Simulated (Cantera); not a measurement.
An isothermal, constant-pressure homogeneous reactor starts with NH₃ : N₂ = 1 : 0.15 (molar parts), at 1550 K and 0.660 bar. Integrator tolerance rtol = 1e-08.

Cantera simulation using the gas-phase N/H chemistry of the illustrative SiF4/NH3 mechanism in the Surface Chemkin manual (1991); the numbers are that mechanism's predictions, not measurements. Walls and surfaces, which speed up NH3 decomposition in real reactors, are not modelled.

### Question
What does this change do: temperature 1550 to 2098 K?

### Answer
```tsv
quantity	before	after
x(NH₃) at 3.00 s	0.726 (gas-phase equilibrium 1.12e-5)	2.30e-5 (gas-phase equilibrium 3.61e-6)
x(NH) at 3.00 s	1.58e-7 (gas-phase equilibrium 4.72e-12)	4.16e-8 (gas-phase equilibrium 6.54e-9)
x(N₂) at 3.00 s	0.159 (gas-phase equilibrium 0.302)	0.302 (gas-phase equilibrium 0.302)
x(H) at 3.00 s	4.04e-6 (gas-phase equilibrium 3.26e-5)	0.00318 (gas-phase equilibrium 0.00318)
x(H₂) at 3.00 s	0.115 (gas-phase equilibrium 0.698)	0.695 (gas-phase equilibrium 0.695)
x(N₂H₄) at 3.00 s	1.22e-7 (gas-phase equilibrium <1e-12)	<1e-12 (gas-phase equilibrium <1e-12)
x(NH₂) at 3.00 s	5.82e-5 (gas-phase equilibrium 1.20e-9)	3.16e-7 (gas-phase equilibrium 4.96e-8)
```

### Question
What does this change do: pressure from 0.660 bar to 1.01 bar?

### Answer
```csv
quantity,before,after
x(NH₃) at 3.00 s,0.726 (gas-phase equilibrium 1.12e-5),0.686 (gas-phase equilibrium 1.71e-5)
x(NH) at 3.00 s,1.58e-7 (gas-phase equilibrium 4.72e-12),1.35e-7 (gas-phase equilibrium 4.72e-12)
x(N₂) at 3.00 s,0.159 (gas-phase equilibrium 0.302),0.167 (gas-phase equilibrium 0.302)
x(H) at 3.00 s,4.04e-6 (gas-phase equilibrium 3.26e-5),4.86e-6 (gas-phase equilibrium 2.63e-5)
x(H₂) at 3.00 s,0.115 (gas-phase equilibrium 0.698),0.147 (gas-phase equilibrium 0.698)
x(N₂H₄) at 3.00 s,1.22e-7 (gas-phase equilibrium <1e-12),1.49e-7 (gas-phase equilibrium <1e-12)
x(NH₂) at 3.00 s,5.82e-5 (gas-phase equilibrium 1.20e-9),5.18e-5 (gas-phase equilibrium 1.48e-9)
```

### Question
What does this change do: 0.061 parts H2 added?

### Answer
```tsv
quantity	before	after
x(NH₃) at 3.00 s	0.726 (gas-phase equilibrium 1.12e-5)	0.696 (gas-phase equilibrium 1.12e-5)
x(NH) at 3.00 s	1.58e-7 (gas-phase equilibrium 4.72e-12)	1.54e-7 (gas-phase equilibrium 4.69e-12)
x(N₂) at 3.00 s	0.159 (gas-phase equilibrium 0.302)	0.151 (gas-phase equilibrium 0.294)
x(H) at 3.00 s	4.04e-6 (gas-phase equilibrium 3.26e-5)	5.35e-6 (gas-phase equilibrium 3.28e-5)
x(H₂) at 3.00 s	0.115 (gas-phase equilibrium 0.698)	0.153 (gas-phase equilibrium 0.706)
x(N₂H₄) at 3.00 s	1.22e-7 (gas-phase equilibrium <1e-12)	1.13e-7 (gas-phase equilibrium <1e-12)
x(NH₂) at 3.00 s	5.82e-5 (gas-phase equilibrium 1.20e-9)	5.59e-5 (gas-phase equilibrium 1.20e-9)
```
